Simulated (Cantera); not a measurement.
A perfectly stirred reactor is fed with C2H6 : N2 = 1 : 0.3 (molar parts), at 0.110 bar; it is held at 1025 K, and followed from long to short residence time.

Detailed kinetics in Cantera: GRI-Mech 3.0 (53 species, 325 reactions). GRI-Mech 3.0 stops at C3 and has no aromatics, soot or wall deposition, so with more carbon than oxygen in the feed, carbon stays in small species such as C2H2 where larger ones or solid carbon would form.

Predict: x(C2H6) at τ = 0.550 s; x(C2H2) at τ = 0.550 s; x(H2) at τ = 0.550 s; x(C2H4) at τ = 0.550 s; x(C2H6) at τ = 10.0 ms; x(C2H2) at τ = 10.0 ms; x(H2) at τ = 10.0 ms; x(C2H4) at τ = 10.0 ms.


- x(C2H6) at τ = 0.550 s: 0.542
- x(C2H2) at τ = 0.550 s: 0.000696
- x(H2) at τ = 0.550 s: 0.124
- x(C2H4) at τ = 0.550 s: 0.125
- x(C2H6) at τ = 10.0 ms: 0.767
- x(C2H2) at τ = 10.0 ms: 1.91e-7
- x(H2) at τ = 10.0 ms: 0.00121
- x(C2H4) at τ = 10.0 ms: 0.00122
